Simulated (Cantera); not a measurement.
Input: 1 mol MgO, 1.2 mol HCl, 0.2 mol O₂, held at 948.15 K and 2.40 bar.

Method: chemical equilibrium by Gibbs-energy minimisation in Cantera with the NASA 1993 tables (ideal gas, pure condensed phases). Candidate condensed phases: H₂O, Mg, MgCl₂, MgO, Mg(OH)₂; 22 gas species. Condensed phases not in the tables: MgOHCl. Equilibrium is a limit: real reactors are often held back by kinetics, nucleation or transport.

Base state: HCl 0.518, H₂O 0.216, Cl₂ 0.216, O₂ 0.0504, Cl 5.14e-5, HOCl 2.66e-5 (mole fractions); condensed: MgO(s).

### Question
What changes in the equilibrium state with this change: MgO replaced by Al₂O₃?

### Answer
```csv
species,before,after
HCl,0.518,0.518
H₂O,0.216,0.216
Cl₂,0.216,0.216
O₂,0.0504,0.0504
Cl,5.14e-5,5.14e-5
HOCl,2.66e-5,2.66e-5
"MgO(s), mol",1.000,0
"Al₂O₃(s), mol",0,1.00
```
Condensed phases not in the tables: AlOCl. Further candidate phases: Al, AlCl₃, Al₂O₃.
